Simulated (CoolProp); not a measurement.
The fluid at 397.87 K and 0.276 MPa flows at 16 m/s in a round tube of 6 mm bore and 1.5 µm roughness, fully developed (64/Re and Nu = 3.66 if laminar; Colebrook and Gnielinski if turbulent). The same conditions are run with several fluids, on thermodynamics alone (safety and materials aside).

Computed with CoolProp (reference Helmholtz-energy equation of state of each fluid (R507A: Lemmon 2003; ammonia: Gao 2020; CF4 (R14): Platzer 1990; R407C: Lemmon 2003; R141b: Lemmon 2006)). The equations of Platzer and Polt are older, rougher fits. Blends and air are pseudo-pure fits.

```
fluid      Reynolds number  Darcy friction factor  pressure drop (Pa/m)  heat-transfer coefficient (W/(m² K))  mass flow (kg/h)
---------  ---------------  ---------------------  --------------------  ------------------------------------  ----------------
R507A                49700                 0.0218                  3900                                   408              13.7
ammonia               9930                 0.0313                   959                                   202              2.34
CF4 (R14)              [?]                    [?]                  3740                                   318              12.0
R407C                42500                 0.0225                  3500                                   354               [?]
R141b                79300                 0.0200                  4340                                   445              16.6
```

Question: Complete the blanks.

Answer: 
- CF4 (R14), Reynolds number: 32200
- CF4 (R14), Darcy friction factor: 0.0238
- R407C, mass flow (kg/h): 11.9

Transport values come from each fluid's own correlations; those of CF4 (R14), R141b are estimates that may be off by 10 % or more.
